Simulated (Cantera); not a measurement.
A closed system holds: 1 mol HCl, 0.061 mol H₂, 0.17 mol H₂O, at 101000 Pa.

Cantera equilibrium calculation (NASA polynomials, part measured and part estimated; ideal gas, pure solids and liquids). Candidate condensed phases: H₂O; 14 gas species. Rates play no part. All values below are at 2223 K.

Base state: HCl 0.790, H₂O 0.136, H₂ 0.0564, Cl 0.0154, H 0.00151, OH 0.000527, Cl₂ 9.44e-5 (mole fractions); condensed: gas only.

What changes in the equilibrium state with this change: pressure from 101000 Pa to 13300 Pa?


```json
[
 {"species": "HCl", "before": "0.790", "after": "0.757"},
 {"species": "H₂O", "before": "0.136", "after": "0.134"},
 {"species": "H₂", "before": "0.0564", "after": "0.0659"},
 {"species": "Cl", "before": "0.0154", "after": "0.0375"},
 {"species": "O", "before": "9.80e-6", "after": "6.25e-5"},
 {"species": "O₂", "before": "9.96e-6", "after": "5.33e-5"},
 {"species": "H", "before": "0.00151", "after": "0.00450"},
 {"species": "OH", "before": "0.000527", "after": "0.00132"}
]
```
